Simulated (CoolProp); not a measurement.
Vapour-liquid equilibrium of ethanol (1) + n-octane (2) at 0.133 MPa; x and y are mole fractions of (1).

Values from CoolProp's multi-fluid Helmholtz-energy mixture model, Schroeder 2014 and Beckmüller 2019; pair parameters Bell 2016.

Q: Give the bubble temperature and the first vapour's composition at x = 0.15, 0.25, 0.65. Is there an azeotrope?

A: x = 0.15: 365.7 K, y = 0.742; x = 0.25: 361.2 K, y = 0.787; x = 0.65: 359.0 K, y = 0.815. y crosses x between x = 0.85 and 0.95: the model has an azeotrope there.

The pair parameters rest on a limited set of measurements; away from them the model extrapolates. With so large a gap from Raoult's law the liquid may split in two, which this calculation doesn't test in full.
